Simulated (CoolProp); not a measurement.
Properties of propyne along the isobar 0.844 MPa (Tc = 402.7 K, pc = 5.658 MPa, ω = 0.204).

Values from CoolProp's reference Helmholtz-energy equation of state, Polt 1992. This equation is an older, rougher fit.

```json
[
 {"T (K)": "396.5", "phase": "gas", "Z": "0.9434", "speed of sound (m/s)": "(withheld)", "isothermal compressibility (1/MPa)": "1.259", "expansivity (1/kK)": "3.039"},
 {"T (K)": "404.3", "phase": "gas", "Z": "0.9470", "speed of sound (m/s)": "295.2", "isothermal compressibility (1/MPa)": "(withheld)", "expansivity (1/kK)": "2.942"},
 {"T (K)": "412", "phase": "gas", "Z": "0.9503", "speed of sound (m/s)": "298.5", "isothermal compressibility (1/MPa)": "1.249", "expansivity (1/kK)": "(withheld)"},
 {"T (K)": "419.8", "phase": "gas", "Z": "0.9533", "speed of sound (m/s)": "301.8", "isothermal compressibility (1/MPa)": "1.244", "expansivity (1/kK)": "2.772"},
 {"T (K)": "427.5", "phase": "gas", "Z": "0.9561", "speed of sound (m/s)": "305.0", "isothermal compressibility (1/MPa)": "(withheld)", "expansivity (1/kK)": "2.696"},
 {"T (K)": "435.3", "phase": "gas", "Z": "0.9586", "speed of sound (m/s)": "308.2", "isothermal compressibility (1/MPa)": "1.237", "expansivity (1/kK)": "2.625"},
 {"T (K)": "443", "phase": "gas", "Z": "(withheld)", "speed of sound (m/s)": "311.3", "isothermal compressibility (1/MPa)": "1.234", "expansivity (1/kK)": "2.559"},
 {"T (K)": "450.8", "phase": "gas", "Z": "0.9631", "speed of sound (m/s)": "314.3", "isothermal compressibility (1/MPa)": "(withheld)", "expansivity (1/kK)": "2.497"},
 {"T (K)": "458.5", "phase": "gas", "Z": "(withheld)", "speed of sound (m/s)": "317.3", "isothermal compressibility (1/MPa)": "(withheld)", "expansivity (1/kK)": "2.439"},
 {"T (K)": "466.3", "phase": "gas", "Z": "0.9670", "speed of sound (m/s)": "320.3", "isothermal compressibility (1/MPa)": "1.226", "expansivity (1/kK)": "2.384"},
 {"T (K)": "474", "phase": "gas", "Z": "0.9687", "speed of sound (m/s)": "323.2", "isothermal compressibility (1/MPa)": "1.223", "expansivity (1/kK)": "2.332"}
]
```

Question: What belongs in the gaps?

Answer: 
- 396.5, speed of sound (m/s): 291.7
- 404.3, isothermal compressibility (1/MPa): 1.253
- 412, expansivity (1/kK): 2.854
- 427.5, isothermal compressibility (1/MPa): 1.240
- 443, Z: 0.9609
- 450.8, isothermal compressibility (1/MPa): 1.231
- 458.5, Z: 0.9651
- 458.5, isothermal compressibility (1/MPa): 1.228
